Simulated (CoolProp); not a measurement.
Octamethylcyclotetrasiloxane (D4) at several states: Z from the reference equation and from simpler models built on Tc = 313.4 °C, pc = 1.347 MPa, ω = 0.598; each cubic takes its own stable root.

Values from CoolProp's reference Helmholtz-energy equation of state, Thol 2015.

```csv
T (°C),p (MPa),phase,reference
94.25,0.0946,liquid,0.01055
286.35,3.92,liquid,0.3980
51.05,0.0289,liquid,0.003453
105.95,0.0782,liquid,0.008596
255.55,0.204,gas,0.9155
222.55,0.188,gas,0.8991
```

### Question
How far does each simpler model (Soave-Redlich-Kwong, Peng-Robinson) lie from the reference over these 6 states: mean and median of the absolute difference, and the worst?

### Answer
- Soave-Redlich-Kwong: mean 7.5 %, median 10.5 %, worst +12.3 % at 51.05 °C and 0.0289 MPa
- Peng-Robinson: mean 0.9 %, median 0.8 %, worst -1.9 % at 105.95 °C and 0.0782 MPa
